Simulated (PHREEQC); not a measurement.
Make-up at 25 °C: 7 mmol/kgw NiSO4, 0.65 mmol/kgw KNO3 and 1.9 mmol/kgw KHSO4. Closed to the air; pH follows from the charge balance.

Equilibrium calculation in PHREEQC: ion-association model, wateq4f.dat.

This is a speciation only: nothing precipitates in the calculation.

Predict the pH, ionic strength.

pH 2.91; ionic strength 0.0256 mol/kgw.

In which forms is Ni present?

Ni+2 73 %, NiSO4 27 % of the Ni.
